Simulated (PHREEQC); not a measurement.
A made-up water analysis in mg/kgw, 25 °C, pH 3.87, pe 9: Na 260; K 9.75; Ca 425; Mg 79.3; Cl 73.3; S(6) as SO4 1840; Al 0.228; Cu(2) 2.8; Fe(3) 1.81.

Valence states are taken as typed.

Model: ion-association model, wateq4f.dat, run in PHREEQC.

| quantity | before | after |
|---|---|---|
| ionic strength (mol/kgw) | 0.0514 | 0.137 |
| SO4-2 (mol/kgw) | 0.0135 | 0.0357 |
| Ca+2 (mol/kgw) | 0.00674 | 0.0175 |
| CaSO4 (mol/kgw) | 0.00386 | 0.0144 |
| Mg+2 (mol/kgw) | 0.00193 | 0.00484 |
| SI of Gypsum (CaSO4:2H2O) | -0.13 | +0.45 |
| SI of Gibbsite (Al(OH)3) | -3.09 | -2.98 |

**Question.** Name the change that produced these shifts.
(A) all concentrations times 3 at the same typed pH
(B) temperature from 25 to 65 °C at the same typed pH
(C) Na from 260 to 780 mg/kgw

**Answer.** A, all concentrations times 3 at the same typed pH

No solid was allowed to form. Some of these states are supersaturated (in Jarosite-K, Jarosite-Na, for instance).
